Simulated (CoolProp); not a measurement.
Computed with CoolProp (reference Helmholtz-energy equation of state, Wagner 2002).

**Question.** For water, give the phase and the density (kg/m³), isothermal compressibility (1/MPa), fugacity coefficient at 726.85 °C and 23.1 MPa; 726.85 °C and 61.5 MPa; 726.85 °C and 76.9 MPa.

**Answer.** 
- 726.85 °C and 23.1 MPa: supercritical; density 53.2, isothermal compressibility 0.0460, fugacity coefficient 0.942
- 726.85 °C and 61.5 MPa: supercritical; density 156, isothermal compressibility 0.0183, fugacity coefficient 0.856
- 726.85 °C and 76.9 MPa: supercritical; density 200, isothermal compressibility 0.0144, fugacity coefficient 0.827
